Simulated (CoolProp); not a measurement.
Vapour pressure (MPa) of sulfur hexafluoride: the reference equation beside estimates from Tc = 318.7 K, pc = 3.755 MPa, ω = 0.210. Clausius-Clapeyron is anchored at 260 K with a constant enthalpy of vaporisation of 13.52 kJ/mol.

Model: reference Helmholtz-energy equation of state, Guder 2009, in CoolProp.

```tsv
T (K)	reference	Clausius-Clapeyron	Redlich-Kwong	Peng-Robinson
237	0.3942	0.4657	0.5359	0.3986
244.7	0.5197	0.5780	0.6841	0.5246
252.3	0.6707	0.7061	0.8563	0.6764
260	0.8546	0.8546	1.059	0.8615
267.7	1.074	1.023	1.293	1.082
275.4	1.331	1.213	1.559	1.342
283	1.628	1.421	1.856	1.641
290.7	1.976	1.655	2.193	1.992
```

Absolute difference from the reference over all 8 rows, mean and median: Clausius-Clapeyron 9.7 and 10.0 %, Redlich-Kwong 22.7 and 22.2 %, Peng-Robinson 0.9 and 0.8 %.
